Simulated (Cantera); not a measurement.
Mixture: CO : H2 : O2 : N2 = 1 : 0.092 : 0.84 : 3.16 (molar parts), at 1.01 bar, adiabatic and at constant volume. Ignition delay is the time to a rise of 400 K.

Cantera simulation using GRI-Mech 3.0 (53 species, 325 reactions); the numbers are that mechanism's predictions, not measurements. Below about 950 K walls govern HO2 and H2O2 in real vessels. Where the delays flatten at high temperature, the 400 K rule measures the pace of heat release, not the induction time.

Problem. What does this change do: constant pressure in place of constant volume?

Solution. 
```csv
quantity,before,after
delay at 925 K,13.2 ms,14.9 ms
delay at 1000 K,0.763 ms,0.815 ms
delay at 1075 K,0.289 ms,0.323 ms
delay at 1150 K,0.174 ms,0.202 ms
delay at 1225 K,0.126 ms,0.152 ms
delay at 1300 K,0.101 ms,0.125 ms
```
